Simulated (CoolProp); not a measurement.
Saturation properties of R114 (Tc = 420.6 K, pc = 3352 kPa, ω = 0.252).

Values from CoolProp's reference Helmholtz-energy equation of state, Platzer 1990. This equation is an older, rougher fit; its heat capacities, sound speeds and derivatives of the liquid may be far off and weren't checked against measurements.

```csv
T (K),p (kPa),liquid density (kg/m³),enthalpy of vaporisation (kJ/kg),surface tension (mN/m)
313.9,345.7,1405,121.6,9.18
325.4,474.5,1366,…,7.94
336.8,…,1325,…,…
348.3,834.0,1281,104.6,5.57
359.8,1076,1233,97.58,4.45
371.3,1368,1180,89.54,3.39
382.8,1715,1118,…,2.39
394.3,…,…,68.63,1.48
```

Task: What belongs in the gaps?

Result: 
- 325.4, enthalpy of vaporisation (kJ/kg): 116.5
- 336.8, p (kPa): 634.7
- 336.8, enthalpy of vaporisation (kJ/kg): 110.9
- 336.8, surface tension (mN/m): 6.74
- 382.8, enthalpy of vaporisation (kJ/kg): 80.13
- 394.3, p (kPa): 2124
- 394.3, liquid density (kg/m³): 1044

It boils at 276.7 K under 1 atm.

Surface tension comes from a separate correlation (Mulero 2012).
